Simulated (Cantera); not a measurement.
# Catalytic stagnation flow on Pt

A jet of CH4 : O2 : N2 = 0.01 : 0.19 : 0.79 (molar parts) at 300 K and 0.0310 bar hits a platinum plate 7.1 cm away at a mass flux of 0.16 kg/m²/s; the plate temperature is set and raised in steps from an oxygen-covered start.

Model: Deutschmann's 1995 Pt surface mechanism with GRI-Mech 3.0 gas chemistry, integrated in Cantera. Catalytic surfaces can have several steady states; this one follows from the mechanism file's or the stated starting coverage.

```tsv
plate T (K)	wall x CH4	wall x O2	wall x H2O	wall x OH	wall x CO	wall x CO2	θ free Pt	θ O*
950	0.00773	0.187	0.00441	6.03e-8	4.27e-6	0.00289	0.293	0.706
1000	0.00679	0.185	0.00614	1.77e-7	5.09e-6	0.00403	0.363	0.636
1050	0.00591	0.183	0.00775	4.52e-7	5.91e-6	0.00510	0.433	0.567
1100	0.00514	0.181	0.00915	1.03e-6	6.79e-6	0.00602	0.500	0.500
1150	0.00450	0.180	0.0103	2.15e-6	7.81e-6	0.00679	0.564	0.435
1200	0.00399	0.179	0.0112	4.12e-6	9.05e-6	0.00739	0.624	0.375
```
x: mole fraction at the wall; θ: surface coverage.
